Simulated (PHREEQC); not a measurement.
## Spent oxide etchant

A solution holds 12 mmol/kgw NH4HF2, 1.4 mmol/kgw H2SiF6, 0.035 mmol/kgw H3PO4 and 0.068 mmol/kgw H2SO4, at 85 °C. Closed to the air; pH follows from the charge balance.

The numbers come from PHREEQC with the ion-association model, phreeqc.dat.

```
Quantity                  Result
----------------  --------------
pH                          3.44
ionic strength    0.0138 mol/kgw
total alkalinity    -20.6 meq/kg
```

```
species  molality  activity   log γ
-------  --------  --------  ------
HF         0.0141    0.0141   0.001
NH4+       0.0120    0.0104  -0.062
F-        0.00894   0.00780  -0.060
SiF6-2    0.00139  0.000823  -0.227
HF2-     0.000531  0.000464  -0.058
H+       0.000411  0.000367  -0.050
SO4-2     5.64e-5   3.34e-5  -0.227
H2PO4-    3.22e-5   2.83e-5  -0.056
H4SiO4    1.32e-5   1.33e-5   0.001
HSO4-     6.45e-6   5.64e-6  -0.058
NH4SO4-   5.13e-6   4.48e-6  -0.058
H3PO4     2.77e-6   2.77e-6   0.001
NH3       5.33e-7   5.35e-7   0.001
HPO4-2    1.07e-8   6.35e-9  -0.227
OH-       1.00e-9  8.73e-10  -0.060
```

Precipitation was switched off in this run. Constants without temperature data keep their 25 °C values here. SiF6-2 is the database's only silicon fluoride.
